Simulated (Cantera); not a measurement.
A closed system holds: 1 mol CO, 0.52 mol NH3, 0.35 mol N2, equilibrated at 2123.15 K and 6.10 mbar.

Equilibrium computed with Cantera from the NASA thermochemical tables; the gas is ideal and each condensed phase is pure. Candidate condensed phases: C, C6H6, C7H8, C8H18, H2O; 136 gas species. Equilibrium is a limit: real reactors are often held back by kinetics, nucleation or transport.

Base state: CO 0.413, H2 0.309, N2 0.252, H 0.0256, HCN 2.11e-5, H2O 1.77e-5 (mole fractions); condensed: gas only.

Question: What changes in the equilibrium state with this change: temperature from 2123.15 K to 1675 K?

Answer: 
```
species   before     after
-------  -------  --------
CO         0.413     0.418
H2         0.309     0.326
N2         0.252     0.255
H         0.0256  0.000849
HCN      2.11e-5   2.39e-5
H2O      1.77e-5   1.78e-5
```
